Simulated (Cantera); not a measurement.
Feed: 1 mol Al, 34 mol N₂O, 1.6 mol H₂, at 6.90 mbar.

Method: chemical equilibrium by Gibbs-energy minimisation in Cantera with the NASA 1993 tables (ideal gas, pure condensed phases). Candidate condensed phases: Al, AlN, Al₂O₃, H₂O; 35 gas species. Kinetics and transport are ignored.

x: gas mole fraction; n: condensed amount in mol.

```json
[
 {"T (K)": "1275", "x N₂": "0.666", "x O₂": "0.302", "x H₂O": "0.0313", "x NO": "___", "x O": "7.39e-7", "x OH": "1.66e-5", "x H": "1.73e-9", "n Al₂O₃(s)": "0.500"},
 {"T (K)": "1350", "x N₂": "0.666", "x O₂": "0.302", "x H₂O": "0.0313", "x NO": "___", "x O": "2.79e-6", "x OH": "3.90e-5", "x H": "1.07e-8", "n Al₂O₃(s)": "0.500"},
 {"T (K)": "1425", "x N₂": "0.666", "x O₂": "0.302", "x H₂O": "0.0313", "x NO": "___", "x O": "9.18e-6", "x OH": "8.36e-5", "x H": "5.52e-8", "n Al₂O₃(s)": "0.500"},
 {"T (K)": "1500", "x N₂": "0.665", "x O₂": "0.302", "x H₂O": "0.0313", "x NO": "___", "x O": "2.68e-5", "x OH": "0.000166", "x H": "2.41e-7", "n Al₂O₃(s)": "0.500"},
 {"T (K)": "1575", "x N₂": "0.665", "x O₂": "0.302", "x H₂O": "0.0312", "x NO": "___", "x O": "7.08e-5", "x OH": "0.000309", "x H": "9.17e-7", "n Al₂O₃(s)": "0.500"},
 {"T (K)": "1650", "x N₂": "0.665", "x O₂": "0.301", "x H₂O": "0.0311", "x NO": "___", "x O": "0.000171", "x OH": "0.000543", "x H": "3.09e-6", "n Al₂O₃(s)": "0.500"},
 {"T (K)": "1725", "x N₂": "0.664", "x O₂": "0.300", "x H₂O": "0.0309", "x NO": "___", "x O": "0.000383", "x OH": "0.000906", "x H": "9.38e-6", "n Al₂O₃(s)": "0.500"},
 {"T (K)": "1800", "x N₂": "0.663", "x O₂": "0.299", "x H₂O": "0.0305", "x NO": "___", "x O": "0.000802", "x OH": "0.00145", "x H": "2.59e-5", "n Al₂O₃(s)": "0.500"},
 {"T (K)": "1875", "x N₂": "0.662", "x O₂": "0.298", "x H₂O": "0.0301", "x NO": "___", "x O": "0.00158", "x OH": "0.00221", "x H": "6.60e-5", "n Al₂O₃(s)": "0.500"},
 {"T (K)": "1950", "x N₂": "0.661", "x O₂": "0.296", "x H₂O": "0.0294", "x NO": "___", "x O": "0.00296", "x OH": "0.00327", "x H": "0.000156", "n Al₂O₃(s)": "0.500"},
 {"T (K)": "2025", "x N₂": "0.659", "x O₂": "0.293", "x H₂O": "0.0285", "x NO": "___", "x O": "0.00527", "x OH": "0.00465", "x H": "0.000344", "n Al₂O₃(s)": "0.500"}
]
```

**Question.** Complete the blanks.

**Answer.** 
- 1275, x NO: 0.000370
- 1350, x NO: 0.000597
- 1425, x NO: 0.000917
- 1500, x NO: 0.00135
- 1575, x NO: 0.00191
- 1650, x NO: 0.00262
- 1725, x NO: 0.00350
- 1800, x NO: 0.00455
- 1875, x NO: 0.00580
- 1950, x NO: 0.00723
- 2025, x NO: 0.00886
